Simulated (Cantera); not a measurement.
What does this Cantera script print?

```python
import numpy as np
import cantera as ct

surf = ct.Interface("ptcombust.yaml", "Pt_surf")
gas = surf.adjacent["gas"]
gas.TPX = 300, 41000, {'CH4': 0.02, 'O2': 0.063, 'N2': 0.79}
jet = ct.ImpingingJet(gas=gas, width=0.022, surface=surf)
jet.inlet.mdot, jet.inlet.T, jet.inlet.X = 0.035, 300, {'CH4': 0.02, 'O2': 0.063, 'N2': 0.79}
jet.set_refine_criteria(ratio=10, slope=0.2, curve=0.3)
show, cover = ['CH4', 'O2', 'H2O', 'OH', 'CO', 'CO2'], ["PT(S)", "H(S)", "O(S)", "OH(S)", "CO(S)", "C(S)"]

rows = []
print(f"{'Ts/K':>7s}" + "".join(f"{s:>11s}" for s in show + cover) + "   (gas at the wall, coverages)")
for i, Ts in enumerate([950, 1000, 1050, 1100, 1150, 1200, 1250, 1300]):
    jet.surface.T = Ts
    if i == 0:
        surf.TP = Ts, 41000
        surf.coverages = "PT(S):0.5, O(S):0.5"
        surf.advance_coverages(1.0)
        jet.set_initial_guess(products="inlet")
    jet.solve(loglevel=0, auto=(i == 0))
    rows.append([*(jet.X[gas.species_index(s), -1] for s in show), *surf[cover].coverages])
    print(f"{Ts:7g}" + "".join(f"{x:11.3e}" for x in rows[-1]))
```

It prints:

```
   Ts/K        CH4         O2        H2O         OH         CO        CO2      PT(S)       H(S)       O(S)      OH(S)      CO(S)       C(S)   (gas at the wall, coverages)
    950  5.930e-03  3.624e-02  3.158e-02  5.038e-08  2.940e-06  2.068e-02  2.421e-01  3.376e-07  7.552e-01  2.637e-03  9.615e-06  4.600e-08
   1000  3.807e-03  3.178e-02  3.544e-02  1.296e-07  2.566e-06  2.324e-02  3.136e-01  7.183e-07  6.839e-01  2.517e-03  6.195e-06  3.871e-08
   1050  2.621e-03  2.931e-02  3.754e-02  3.003e-07  2.354e-06  2.464e-02  3.839e-01  1.338e-06  6.138e-01  2.297e-03  4.049e-06  3.222e-08
   1100  1.920e-03  2.788e-02  3.874e-02  6.395e-07  2.267e-06  2.544e-02  4.519e-01  2.280e-06  5.460e-01  2.049e-03  2.745e-06  2.720e-08
   1150  1.481e-03  2.704e-02  3.944e-02  1.263e-06  2.282e-06  2.590e-02  5.167e-01  3.645e-06  4.815e-01  1.804e-03  1.940e-06  2.349e-08
   1200  1.188e-03  2.657e-02  3.982e-02  2.340e-06  2.396e-06  2.612e-02  5.775e-01  5.541e-06  4.209e-01  1.574e-03  1.429e-06  2.072e-08
   1250  9.655e-04  2.643e-02  3.999e-02  4.100e-06  2.698e-06  2.611e-02  6.336e-01  8.084e-06  3.650e-01  1.365e-03  1.089e-06  1.831e-08
   1300  6.962e-04  2.621e-02  4.034e-02  6.879e-06  3.793e-06  2.609e-02  6.853e-01  1.148e-05  3.135e-01  1.183e-03  8.611e-07  1.432e-08
```

Computed with Cantera and Deutschmann's 1995 Pt surface mechanism with GRI-Mech 3.0 gas chemistry. Catalytic surfaces can have several steady states; this one follows from the mechanism file's or the stated starting coverage.
